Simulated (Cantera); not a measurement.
An isothermal, constant-pressure homogeneous reactor starts with 4.67 % CH4, 95.3 % H2, 0.00210 % N2, at 1850 K and 20.0 Torr.

Detailed kinetics in Cantera: GRI-Mech 3.0 (53 species, 325 reactions). GRI-Mech 3.0 stops at C3 and has no aromatics, soot or wall deposition, so with more carbon than oxygen in the feed, carbon stays in small species such as C2H2 where larger ones or solid carbon would form. Radical loss at walls, strong at low pressure, is not modelled.

x: mole fraction; the columns are a selection and need not sum to one.

```json
[
 {"t (s)": "2.00e-5", "x CH4": "0.0467", "x H2": "0.953", "x HCN": "<1e-12", "x C2H2": "<1e-12", "x C2H4": "5.56e-12", "x C2H": "<1e-12"},
 {"t (s)": "4.69e-5", "x CH4": "0.0467", "x H2": "0.953", "x HCN": "<1e-12", "x C2H2": "<1e-12", "x C2H4": "1.07e-10", "x C2H": "<1e-12"},
 {"t (s)": "0.000110", "x CH4": "0.0467", "x H2": "0.953", "x HCN": "<1e-12", "x C2H2": "8.20e-12", "x C2H4": "1.72e-9", "x C2H": "<1e-12"},
 {"t (s)": "0.000257", "x CH4": "0.0467", "x H2": "0.953", "x HCN": "<1e-12", "x C2H2": "3.03e-10", "x C2H4": "2.43e-8", "x C2H": "<1e-12"},
 {"t (s)": "0.000602", "x CH4": "0.0466", "x H2": "0.953", "x HCN": "<1e-12", "x C2H2": "1.11e-8", "x C2H4": "3.20e-7", "x C2H": "<1e-12"},
 {"t (s)": "0.00141", "x CH4": "0.0464", "x H2": "0.953", "x HCN": "<1e-12", "x C2H2": "4.33e-7", "x C2H4": "3.86e-6", "x C2H": "1.42e-12"},
 {"t (s)": "0.00331", "x CH4": "0.0459", "x H2": "0.953", "x HCN": "<1e-12", "x C2H2": "1.68e-5", "x C2H4": "3.69e-5", "x C2H": "1.28e-10"},
 {"t (s)": "0.00775", "x CH4": "0.0441", "x H2": "0.953", "x HCN": "1.13e-12", "x C2H2": "0.000417", "x C2H4": "0.000163", "x C2H": "6.83e-9"},
 {"t (s)": "0.0181", "x CH4": "0.0376", "x H2": "0.955", "x HCN": "1.27e-11", "x C2H2": "0.00328", "x C2H4": "0.000204", "x C2H": "8.07e-8"},
 {"t (s)": "0.0425", "x CH4": "0.0260", "x H2": "0.961", "x HCN": "4.94e-11", "x C2H2": "0.00909", "x C2H4": "0.000112", "x C2H": "2.46e-7"},
 {"t (s)": "0.0996", "x CH4": "0.0142", "x H2": "0.967", "x HCN": "1.19e-10", "x C2H2": "0.0151", "x C2H4": "4.20e-5", "x C2H": "4.44e-7"},
 {"t (s)": "0.233", "x CH4": "?", "x H2": "0.971", "x HCN": "2.36e-10", "x C2H2": "?", "x C2H4": "?", "x C2H": "?"},
 {"t (s)": "0.547", "x CH4": "?", "x H2": "0.973", "x HCN": "4.00e-10", "x C2H2": "0.0210", "x C2H4": "?", "x C2H": "7.26e-7"},
 {"t (s)": "1.28", "x CH4": "0.000955", "x H2": "0.974", "x HCN": "5.98e-10", "x C2H2": "0.0218", "x C2H4": "9.61e-6", "x C2H": "7.77e-7"},
 {"t (s)": "3.00", "x CH4": "0.000401", "x H2": "0.974", "x HCN": "8.12e-10", "x C2H2": "0.0221", "x C2H4": "9.54e-6", "x C2H": "7.96e-7"}
]
```

Problem. What belongs in the gaps?

Solution. 
- 0.233, x CH4: 0.00622
- 0.233, x C2H2: 0.0191
- 0.233, x C2H4: 1.60e-5
- 0.233, x C2H: 6.16e-7
- 0.547, x CH4: 0.00244
- 0.547, x C2H4: 1.04e-5
